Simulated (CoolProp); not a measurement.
Water at 316.93 K and 1 MPa is throttled through a valve to 0.403 MPa with no heat exchange. Each further row changes one setting.

The numbers come from the reference Helmholtz-energy equation of state, Wagner 2002 in CoolProp.

```tsv
case	temperature change (K)
as stated	+0.1
outlet pressure 0.121 MPa	+0.2
outlet pressure 0.524 MPa	+0.1
```
